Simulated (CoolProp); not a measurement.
Hydrogen chloride along the isotherm 84.95 °C: Z from the reference equation and from simpler models built on Tc = 51.5 °C, pc = 8314 kPa, ω = 0.130; each cubic takes its own stable root.

Computed with CoolProp (reference Helmholtz-energy equation of state, Thol 2018).

```json
[
 {"p (kPa)": "39.4", "phase": "gas", "reference": "0.9987"},
 {"p (kPa)": "66.6", "phase": "gas", "reference": "0.9978"},
 {"p (kPa)": "112", "phase": "gas", "reference": "0.9963"},
 {"p (kPa)": "190", "phase": "gas", "reference": "0.9937"},
 {"p (kPa)": "320", "phase": "gas", "reference": "0.9893"},
 {"p (kPa)": "540", "phase": "gas", "reference": "0.9819"},
 {"p (kPa)": "911", "phase": "gas", "reference": "0.9693"},
 {"p (kPa)": "1540", "phase": "gas", "reference": "0.9478"},
 {"p (kPa)": "2590", "phase": "gas", "reference": "0.9109"},
 {"p (kPa)": "4380", "phase": "gas", "reference": "0.8455"},
 {"p (kPa)": "7390", "phase": "gas", "reference": "0.7254"},
 {"p (kPa)": "12500", "phase": "supercritical", "reference": "0.4751"}
]
```

Task: How far does each simpler model (van der Waals, Redlich-Kwong, Soave-Redlich-Kwong) lie from the reference over these 12 states: mean and median of the absolute difference, and the worst?

Result: 
- van der Waals: mean 1.0 %, median 0.4 %, worst -5.0 % at 84.95 °C and 12500 kPa
- Redlich-Kwong: mean 0.6 %, median 0.2 %, worst +3.2 % at 84.95 °C and 12500 kPa
- Soave-Redlich-Kwong: mean 1.4 %, median 0.2 %, worst +10.1 % at 84.95 °C and 12500 kPa
